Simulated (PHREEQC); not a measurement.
Dissolve 0.033 mol/kgw Al2(SO4)3, 0.00029 mol/kgw MgSO4, 0.2 mol/kgw NiSO4 and 0.037 mol/kgw NaCl at 48 °C. Closed to the air; pH follows from the charge balance.

Equilibrium calculation in PHREEQC: ion-association model, wateq4f.dat.

No solid was allowed to form.

Problem. Estimate the pH, activity of water, ionic strength.

Solution. pH 3.99; activity of water 0.993; ionic strength 0.472 mol/kgw.

Problem. In which forms is Al present?

Solution. AlSO4+ 55 %, Al(SO4)2- 39 %, Al+3 5.2 %, AlOH+2 0.8 % of the Al.

The solution is supersaturated, for example in Boehmite (slow to form), Gibbsite (slow to form), so a real one may precipitate; this is no full list. Constants without temperature data keep their 25 °C values here.
